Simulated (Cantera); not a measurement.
## Equilibrium for silicon oxide and oxynitride deposition: HMDSO + O3 + N2 + CO2

Input: 1 mol HMDSO, 0.74 mol O3, a varied amount of N2, 0.22 mol CO2, held at 1250 °C and 10.0 mbar.

These are equilibrium values from Cantera (NASA tables, ideal gas, pure condensed phases), not measurements of a reactor. Candidate condensed phases: C, C6H6, C7H8, C8H18, H2O, Si, SiC, SiO2, Si2N2O, Si3N4; 151 gas species. The feed counts by its element totals alone. Mutual solubility and eutectic melting of coexisting phases are not modelled. Kinetics and transport are ignored.

From 3.2 mol N2 to 5 mol N2 the condensed part is C(graphite) + SiC(s). From 7.6 mol N2 to 18 mol N2 the condensed part is C(graphite) + SiC(s) + Si2N2O(s). From 28 mol N2 to 160 mol N2 the condensed part is C(graphite) + SiC(s). The main Si-bearing gas is SiO throughout.

| n(N2) (mol) | x N2 | x H2 | x CO | x HCN | x SiO | n C(graphite) | n SiC(s) | n Si2N2O(s) |
|---|---|---|---|---|---|---|---|---|
| 3.2 | 0.202 | 0.567 | 0.230 | 0.000419 | 0.000496 | 0.569 | 1.99 | 0 |
| 5 | 0.283 | 0.509 | 0.207 | 0.000471 | 0.000446 | 0.567 | 1.99 | 0 |
| 7.6 | 0.372 | 0.453 | 0.174 | 0.000509 | 0.000375 | 1.16 | 1.60 | 0.198 |
| 12 | 0.486 | 0.380 | 0.133 | 0.000533 | 0.000287 | 2.06 | 0.995 | 0.499 |
| 18 | 0.589 | 0.300 | 0.110 | 0.000522 | 0.000237 | 1.64 | 1.27 | 0.361 |
| 28 | 0.688 | 0.221 | 0.0898 | 0.000484 | 0.000194 | 0.555 | 1.99 | 0 |
| 43 | 0.772 | 0.161 | 0.0656 | 0.000438 | 0.000141 | 0.551 | 1.99 | 0 |
| 66 | 0.839 | 0.114 | 0.0464 | 0.000384 | 0.000100 | 0.545 | 1.99 | 0 |
| 100 | 0.887 | 0.0797 | 0.0324 | 0.000330 | 6.99e-5 | 0.538 | 1.99 | 0 |
| 160 | 0.927 | 0.0520 | 0.0212 | 0.000272 | 4.56e-5 | 0.528 | 1.99 | 0 |
x: gas mole fraction; n: condensed amount in mol.
